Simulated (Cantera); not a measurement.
Feed: 1 mol CF4, 0.067 mol CH4, 3.9 mol H2, held at 1748 K and 0.133 bar.

Cantera equilibrium calculation (NASA polynomials, part measured and part estimated; ideal gas, pure solids and liquids). Candidate condensed phases: C, C6H6, C7H8, C8H18; 95 gas species. Equilibrium is a limit: real reactors are often held back by kinetics, nucleation or transport.

Base state: HF 0.663, H2 0.337, H 0.000363, C2H2 (acetylene) 3.80e-5, CH4 1.39e-5 (mole fractions); condensed: C(graphite).

Q: What changes in the equilibrium state with this change: pressure from 0.133 bar to 0.000290 bar?

A: 
```
species             before    after
----------------  --------  -------
HF                   0.663    0.660
H2                   0.337    0.332
H                 0.000363  0.00773
CH4                1.39e-5  2.94e-8
C2H2 (acetylene)   3.80e-5  3.75e-5
C(graphite), mol      1.07     1.07
```
